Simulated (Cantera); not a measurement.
A perfectly stirred reactor is fed with H₂ : O₂ : N₂ = 0.19 : 1 : 4.1 (molar parts), equivalence ratio 0.095, at 5.18 Torr; it is held at 1425 K, and followed from long to short residence time.

Model: the H2/O2 subset of GRI-Mech 3.0, which has no nitrogen chemistry, integrated in Cantera. Radical loss at walls, strong at low pressure, is not modelled. The temperature is held fixed by assumption; the heat of reaction is taken as removed at once.

What does this change do: temperature 1425 to 1325 K?


```tsv
quantity	before	after
x(H₂) at τ = 11.0 s	0.000268	0.000219
x(O₂) at τ = 11.0 s	0.172	0.173
x(H) at τ = 11.0 s	0.000516	0.000430
x(OH) at τ = 11.0 s	0.00152	0.00107
x(O) at τ = 11.0 s	0.00269	0.00208
x(H₂) at τ = 0.210 s	0.00141	0.00135
x(O₂) at τ = 0.210 s	0.166	0.167
x(H) at τ = 0.210 s	0.00674	0.00690
x(OH) at τ = 0.210 s	0.00337	0.00256
x(O) at τ = 0.210 s	0.0152	0.0134
```

What does this change do: temperature 1425 to 1350 K?


```
quantity                before     after
--------------------  --------  --------
x(H₂) at τ = 11.0 s   0.000268  0.000231
x(O₂) at τ = 11.0 s      0.172     0.173
x(H) at τ = 11.0 s    0.000516  0.000451
x(OH) at τ = 11.0 s    0.00152   0.00117
x(O) at τ = 11.0 s     0.00269   0.00223
x(H₂) at τ = 0.210 s   0.00141   0.00137
x(O₂) at τ = 0.210 s     0.166     0.167
x(H) at τ = 0.210 s    0.00674   0.00688
x(OH) at τ = 0.210 s   0.00337   0.00275
x(O) at τ = 0.210 s     0.0152    0.0139
```

What does this change do: H2 0.19 to 0.034 parts?


```tsv
quantity	before	after
x(H₂) at τ = 11.0 s	0.000268	2.83e-5
x(O₂) at τ = 11.0 s	0.172	0.191
x(H) at τ = 11.0 s	0.000516	9.36e-5
x(OH) at τ = 11.0 s	0.00152	0.000503
x(O) at τ = 11.0 s	0.00269	0.00164
x(H₂) at τ = 0.210 s	0.00141	0.000131
x(O₂) at τ = 0.210 s	0.166	0.189
x(H) at τ = 0.210 s	0.00674	0.000497
x(OH) at τ = 0.210 s	0.00337	0.000884
x(O) at τ = 0.210 s	0.0152	0.00484
```
